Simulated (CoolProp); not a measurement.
Saturation properties of C2F6 (R116).

The numbers come from the reference Helmholtz-energy equation of state, Lemmon 2006 in CoolProp. It is a short technical equation, of lower accuracy than the large ones.

```csv
T (K),p (bar),liquid cp (kJ/(kg K)),liquid conductivity (mW/(m K))
183.2,0.5105,?,80.9
191.7,0.8428,0.9336,77.5
200.2,?,0.9550,74.0
208.7,1.997,0.9787,70.7
217.1,2.891,1.005,67.4
225.6,?,1.035,64.0
234.1,5.590,?,60.7
242.6,7.490,1.112,57.3
251,?,1.164,53.9
259.5,12.64,1.236,50.3
268,16.06,1.345,46.7
276.5,20.13,1.544,42.8
284.9,24.92,2.102,39.0
```

**Question.** Some entries are withheld; supply them.

**Answer.** 
- 183.2, liquid cp (kJ/(kg K)): 0.9140
- 200.2, p (bar): 1.325
- 225.6, p (bar): 4.075
- 234.1, liquid cp (kJ/(kg K)): 1.070
- 251, p (bar): 9.802

It boils at 195.1 K under 1 atm.

Thermal conductivity comes from a separate model (Huber 2003), an estimate that may be off by 10 % or more.
